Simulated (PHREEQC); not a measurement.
Make-up at 10 °C: 0.0039 mol CaBr2, 0.00014 mol (NH4)2SO4 and 0.17 mol KH2PO4 per kg of water. Closed to the air; pH follows from the charge balance.

Computed with PHREEQC (ion-association model, wateq4f.dat).

- pH: 4.39
- ionic strength: 0.178 mol/kgw
- activity of water: 0.994

```tsv
species	molality	activity	log γ
K+	0.170	0.123	-0.139
H2PO4-	0.167	0.126	-0.121
Br-	0.00780	0.00590	-0.121
CaH2PO4+	0.00199	0.00151	-0.121
Ca+2	0.00186	0.000633	-0.469
H3PO4	0.000603	0.000628	0.018
HPO4-2	0.000554	0.000176	-0.498
NH4+	0.000280	0.000212	-0.121
SO4-2	0.000107	3.35e-5	-0.505
KHPO4-	5.59e-5	4.23e-5	-0.121
H+	5.06e-5	4.08e-5	-0.094
CaHPO4	4.36e-5	4.55e-5	0.018
KSO4-	2.91e-5	2.20e-5	-0.121
CaSO4	3.50e-6	3.65e-6	0.018
HSO4-	1.32e-7	9.78e-8	-0.130
NH4SO4-	1.22e-7	9.13e-8	-0.125
```

This is a speciation only: nothing precipitates in the calculation. Complexes and solids missing from the database can't appear. H3PO4, which wateq4f.dat lacks, is added to it with the constant of phreeqc.dat. Away from 25 °C the constants follow the database's enthalpies or fits; those with neither stay at their 25 °C values.
